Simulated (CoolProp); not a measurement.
Carbon dioxide along the isobar 3.84 MPa: fugacity coefficient from the reference equation and from simpler models built on Tc = 304.1 K, pc = 7.377 MPa, ω = 0.224; each cubic takes its own stable root.

Computed with CoolProp (reference Helmholtz-energy equation of state, Span 1996).

```tsv
T (K)	phase	reference
270.6	liquid	0.6685
282.9	gas	0.7763
295.2	gas	0.8070
307.5	gas	0.8321
319.8	gas	0.8529
332	gas	0.8705
344.3	gas	0.8856
356.6	gas	0.8986
368.9	gas	0.9099
381.2	gas	0.9198
393.5	gas	0.9284
405.8	gas	0.9361
418.1	gas	0.9428
430.4	gas	0.9488
```

Q: How far does each simpler model (van der Waals, Soave-Redlich-Kwong) lie from the reference over these 14 states: mean and median of the absolute difference, and the worst?

A: 
- van der Waals: mean 2.7 %, median 1.1 %, worst +18.9 % at 270.6 K and 3.84 MPa
- Soave-Redlich-Kwong: mean 0.5 %, median 0.4 %, worst +1.5 % at 270.6 K and 3.84 MPa

At some of these states van der Waals gives the other phase, because its saturation line lies elsewhere.
